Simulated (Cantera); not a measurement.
Input: 1 mol SiO2, 2.9 mol H2, 7.5 mol H2O, held at 9.90 mbar.

These are equilibrium values from Cantera (NASA tables, ideal gas, pure condensed phases), not measurements of a reactor. Candidate condensed phases: H2O, Si, SiO2; 18 gas species. The tables hold silica as quartz up to 1696 K and as liquid above; real silica turns to tridymite and cristobalite and melts near 1996 K. Kinetics and transport are ignored.

Task: Which condensed phases are stable at each of these points (T (°C)): 1625, 1650, 1675, 1700, 1725, 1750, 1775, 1800, 1825, 1850?

Result: 
```tsv
T (°C)	condensed phases	Si condensed (%)
1625	SiO2(condensed)	99.5
1650	SiO2(condensed)	99.2
1675	SiO2(condensed)	98.7
1700	SiO2(condensed)	98.1
1725	SiO2(l)	97.2
1750	SiO2(l)	95.9
1775	SiO2(l)	94.0
1800	SiO2(l)	91.4
1825	SiO2(l)	87.9
1850	SiO2(l)	83.1
```

From 1625 °C to 1700 °C the condensed part is SiO2(condensed). From 1725 °C to 1850 °C the condensed part is SiO2(l).
